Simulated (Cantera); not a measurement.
A closed system holds: 1 mol CH₃Cl, 2.3 mol HCl, 3.6 mol H₂, equilibrated at 1850 K and 4.40 Pa.

Cantera equilibrium calculation (NASA polynomials, part measured and part estimated; ideal gas, pure solids and liquids). Candidate condensed phases: C, C₆H₆, C₇H₈, C₈H₁₈; 91 gas species. Equilibrium is a limit: real reactors are often held back by kinetics, nucleation or transport.

Base state: H₂ 0.541, HCl 0.368, H 0.0598, Cl 0.0309, C₂H₂ (acetylene) 0.000142 (mole fractions); condensed: C(graphite).

What changes in the equilibrium state with this change: CH₃Cl replaced by CH₃F?


| species | before | after |
|---|---|---|
| H₂ | 0.541 | 0.539 |
| HCl | 0.368 | 0.258 |
| HF | 0 | 0.121 |
| Cl | 0.0309 | 0.0216 |
| H | 0.0598 | 0.0597 |
| C₂H₂ (acetylene) | 0.000142 | 0.000141 |
| C(graphite), mol | 0.998 | 0.998 |
